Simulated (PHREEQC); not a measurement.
Solution (25 °C): 96 mmol/kgw Cu(BF4)2, 140 mmol/kgw HNO3 and 7.7 mmol/kgw NaCl. Closed to the air; pH follows from the charge balance.

All values are PHREEQC results (ion-association model, wateq4f.dat), not measurements.

- pH: 0.98
- ionic strength: 0.432 mol/kgw
- activity of water: 0.990
- total alkalinity: -716 meq/kg

```json
[
 {"species": "BF4-", "molality": "0.185", "activity": "0.112", "log γ": "-0.218"},
 {"species": "NO3-", "molality": "0.140", "activity": "0.0876", "log γ": "-0.203"},
 {"species": "H+", "molality": "0.137", "activity": "0.105", "log γ": "-0.114"},
 {"species": "Cu+2", "molality": "0.0954", "activity": "0.0249", "log γ": "-0.584"},
 {"species": "HF", "molality": "0.0155", "activity": "0.0172", "log γ": "0.043"},
 {"species": "Na+", "molality": "0.00770", "activity": "0.00548", "log γ": "-0.147"},
 {"species": "Cl-", "molality": "0.00722", "activity": "0.00472", "log γ": "-0.184"},
 {"species": "BF3OH-", "molality": "0.00392", "activity": "0.00237", "log γ": "-0.218"},
 {"species": "H3BO3", "molality": "0.00316", "activity": "0.00349", "log γ": "0.043"}
]
```

Precipitation was switched off in this run. Species that the database lacks are ignored. Real BF4- forms and hydrolyses slowly; the run takes it at equilibrium.
